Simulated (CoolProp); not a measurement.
R227EA along the isobar 101 kPa: Z from the reference equation and from simpler models built on Tc = 374.9 K, pc = 2925 kPa, ω = 0.358; each cubic takes its own stable root.

Model: reference Helmholtz-energy equation of state, Lemmon 2016, in CoolProp.

```json
[
 {"T (K)": "190.2", "phase": "liquid", "reference": "0.006189"},
 {"T (K)": "203.5", "phase": "liquid", "reference": "0.005917"},
 {"T (K)": "216.9", "phase": "liquid", "reference": "0.005687"},
 {"T (K)": "230.3", "phase": "liquid", "reference": "0.005494"},
 {"T (K)": "243.7", "phase": "liquid", "reference": "0.005334"},
 {"T (K)": "270.4", "phase": "gas", "reference": "0.9602"},
 {"T (K)": "283.8", "phase": "gas", "reference": "0.9670"},
 {"T (K)": "297.2", "phase": "gas", "reference": "0.9723"},
 {"T (K)": "310.5", "phase": "gas", "reference": "0.9764"},
 {"T (K)": "323.9", "phase": "gas", "reference": "0.9798"},
 {"T (K)": "337.3", "phase": "gas", "reference": "0.9825"},
 {"T (K)": "350.7", "phase": "gas", "reference": "0.9848"},
 {"T (K)": "364", "phase": "gas", "reference": "0.9867"}
]
```

Q: How far does each simpler model (van der Waals, Redlich-Kwong, Soave-Redlich-Kwong, Peng-Robinson) lie from the reference over these 13 states: mean and median of the absolute difference, and the worst?

A: 
- van der Waals: mean 5276.1 %, median 1.3 %, worst +18111.5 % at 243.7 K and 101 kPa
- Redlich-Kwong: mean 1381.1 %, median 0.7 %, worst +17895.9 % at 243.7 K and 101 kPa
- Soave-Redlich-Kwong: mean 3.6 %, median 0.3 %, worst +9.8 % at 190.2 K and 101 kPa
- Peng-Robinson: mean 1.3 %, median 0.2 %, worst -3.6 % at 243.7 K and 101 kPa

At some of these states van der Waals, Redlich-Kwong gives the other phase, because its saturation line lies elsewhere.
